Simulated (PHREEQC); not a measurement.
**Reverse-osmosis permeate: speciation**

Synthetic water in mg/L, 43 °C, pH 5.9, pe 8.1:

| constituent | mg/L |
|---|---|
| Na | 1.03 |
| K | 1.63 |
| Ca | 2.38 |
| Mg | 0.333 |
| Cl | 2.99 |
| S(6) as SO4 | 0.904 |
| Alkalinity as HCO3 | 7.39 |
| Br | 0.213 |
| Sr | 0.00477 |
| Li | 0.000593 |
| O(0) (dissolved oxygen) | 0.0013 |
| B | 0.000657 |

Valence states are taken as typed.

Equilibrium calculation in PHREEQC: ion-association model, phreeqc.dat.

This is a speciation only: nothing precipitates in the calculation.

### Question
What charge-balance error does the model give?

### Answer
charge-balance error 1.3 %.

### Question
In which forms is C present?

### Answer
CO2 71 %, HCO3- 29 % of the C.

Away from 25 °C the constants follow the database's enthalpies or fits; those with neither stay at their 25 °C values.
